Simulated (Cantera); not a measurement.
H2O + SO2 (abatement and gas-phase synthesis)

A closed system holds: 1 mol H2O, 0.0044 mol SO2, equilibrated at 1877 °C and 10.0 mbar.

Cantera equilibrium calculation (NASA polynomials, part measured and part estimated; ideal gas, pure solids and liquids). Candidate condensed phases: H2O, H2SO4, S; 19 gas species. Kinetics and transport are ignored.

- x(H2O): 0.890
- x(H2): 0.0508
- x(OH): 0.0215
- x(O2): 0.0211
- x(H): 0.00951
- x(SO2): 0.00406
- x(O): 0.00284
- x(SO): 0.000147
- x(S): 1.61e-6
- gas amount: 1.046 mol
- log10 activity of S(l) (absent): -7.34
